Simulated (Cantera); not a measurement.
What does this Cantera script print?

```python
import numpy as np
import cantera as ct

gas_names = """
    H HO2 H2 H2O H2O2 Hg O OH O2 O3
""".split()
cond_names = """
    H2O(s) H2O(L) Hg(cr) Hg(L) HgO(s)
""".split()


def load(file, names, dense=False):
    # The tables refer to 1 bar. Condensed volumes are neglected.
    table = {s.name: s for s in ct.Species.list_from_file(file)}
    out = []
    for n in names:
        d = dict(table[n].input_data)
        d["thermo"] = dict(d["thermo"], **{"reference-pressure": 1e5})
        if dense:
            d["equation-of-state"] = {"model": "constant-volume", "density": "1e6 g/cm^3"}
        out.append(ct.Species.from_dict(d))
    return out


gas = ct.Solution(thermo="ideal-gas", species=load("nasa_gas.yaml", gas_names))
cond = {s.name: ct.Solution(thermo="fixed-stoichiometry", species=[s], name=s.name)
        for s in load("nasa_condensed.yaml", cond_names, dense=True)}
atoms = {
    'HgO': {'Hg': 1, 'O': 1},
    'H2': {'H': 2},
}
top_T = {}  # K; cautious upper limits of use, not melting points


def equilibrate(T, P, feed):
    n = {}
    for name, mol in feed.items():
        for a, k in atoms[name].items():
            n[a] = n.get(a, 0.0) + k * mol
    gas.TPX = T, P, n
    mass = sum(n.values()) * gas.mean_molecular_weight
    gas.equilibrate("TP")
    valid = [c for c in cond.values() if c.min_temp <= T <= top_T.get(c.name, c.max_temp)]
    mix = ct.Mixture([(gas, mass / gas.mean_molecular_weight)] + [(c, 0.0) for c in valid])
    mix.T, mix.P = T, P
    mix.equilibrate("TP", solver="vcs", rtol=1e-11, max_steps=5000)
    return mix


results = []
feed = {'HgO': 1, 'H2': 0.15}  # mol
T = 775  # K
P = 8000  # Pa
mix = equilibrate(T, P, feed)
results.append((T, P, feed, dict(zip(mix.species_names, mix.species_moles))))
x = sorted(zip(gas.X, gas.species_names), reverse=True)
print(f"T = {T:g} K  P = {P:g} Pa  gas = {mix.phase_moles(0):.4g} mol")
print("   x: " + "  ".join(f"{s} {v:.3e}" for v, s in x if v > 0.001))
print("   condensed (mol): " + ("  ".join(f"{mix.phase(i).name} {mix.phase_moles(i):.4g}"
      for i in range(1, mix.n_phases) if mix.phase_moles(i) > 1e-12) or "none"))
```

Output:

```
T = 775 K  P = 8000 Pa  gas = 1.575 mol
   x: Hg 6.349e-01  O2 2.698e-01  H2O 9.524e-02
   condensed (mol): none
```

Method: chemical equilibrium by Gibbs-energy minimisation in Cantera with the NASA 1993 tables (ideal gas, pure condensed phases).
